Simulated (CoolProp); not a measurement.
C3F8 (R218) at 293.15 K and 0.382 MPa flows at 13 m/s in a round tube of 20 mm bore and 0.25 µm roughness, fully developed (64/Re and Nu = 3.66 if laminar; Colebrook and Gnielinski if turbulent). Each further row changes one setting.

Model: reference Helmholtz-energy equation of state, Lemmon 2006, in CoolProp. It is a short technical equation, of lower accuracy than the large ones.

```csv
case,Reynolds number,Darcy friction factor,pressure drop (Pa/m),heat-transfer coefficient (W/(m² K)),mass flow (kg/h)
as stated,708000,0.0126,1730,588,477
velocity 26 m/s,1420000,0.0113,6220,1050,955
diameter 40 mm,1420000,0.0112,765,519,1910
```

Viscosity comes from a separate model (Huber 2003), an estimate that may be off by 10 % or more. Thermal conductivity comes from a separate model (Huber 2003), an estimate that may be off by 10 % or more.
